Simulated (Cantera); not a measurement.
An isothermal, constant-pressure homogeneous reactor starts with CH4 : H2O = 6.5 : 1.8 (molar parts), at 1575 K and 1.10 bar.

Model: GRI-Mech 3.0 (53 species, 325 reactions), integrated in Cantera. GRI-Mech 3.0 stops at C3 and has no aromatics, soot or wall deposition, so with more carbon than oxygen in the feed, carbon stays in small species such as C2H2 where larger ones or solid carbon would form.

Task: Predict: x(CH4) at 2.00 s; x(H2O) at 2.00 s; x(CO2) at 2.00 s; x(CH3) at 2.00 s; x(CH2O) at 2.00 s.

Result: 
```
Property                                             Value
-----------------  ---------------------------------------
x(CH4) at 2.00 s     0.0860 (gas-phase equilibrium 0.0793)
x(H2O) at 2.00 s    0.0730 (gas-phase equilibrium 1.07e-6)
x(CO2) at 2.00 s   0.00200 (gas-phase equilibrium 6.35e-8)
x(CH3) at 2.00 s   8.78e-5 (gas-phase equilibrium 7.74e-5)
x(CH2O) at 2.00 s  8.68e-8 (gas-phase equilibrium 3.86e-8)
```
